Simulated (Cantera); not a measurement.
Input: 1 mol C2F6, 0.063 mol F2, 0.093 mol CH4, at 728 Torr.

These are equilibrium values from Cantera (NASA tables, ideal gas, pure condensed phases), not measurements of a reactor. Candidate condensed phases: C, C6H6, C7H8, C8H18; 110 gas species. Ions and electrons are included (thermal ionisation). The feed counts by its element totals alone. The numbers say what is thermodynamically allowed, not how fast it happens. All values below are at 3977 °C.

Base state: F 0.730, CF 0.106, C 0.0478, HF 0.0432, C3 0.0334, C2 0.0200, H 0.0109, CF2 0.00813 (mole fractions); condensed: gas only.

Problem. What changes in the equilibrium state with this change: CH4 from 0.093 to 0.88 mol?

Solution. 
```json
[
 {"species": "F", "before": "0.730", "after": "0.383"},
 {"species": "HF", "before": "0.0432", "after": "0.276"},
 {"species": "H", "before": "0.0109", "after": "0.132"},
 {"species": "CF", "before": "0.106", "after": "0.0642"},
 {"species": "C3", "before": "0.0334", "after": "0.0511"},
 {"species": "C2", "before": "0.0200", "after": "0.0266"},
 {"species": "C", "before": "0.0478", "after": "0.0551"},
 {"species": "C2H2 (acetylene)", "before": "7.10e-7", "after": "0.000140"},
 {"species": "H2", "before": "1.99e-5", "after": "0.00294"},
 {"species": "C2H", "before": "0.000226", "after": "0.00366"},
 {"species": "CH", "before": "2.22e-5", "after": "0.000312"}
]
```
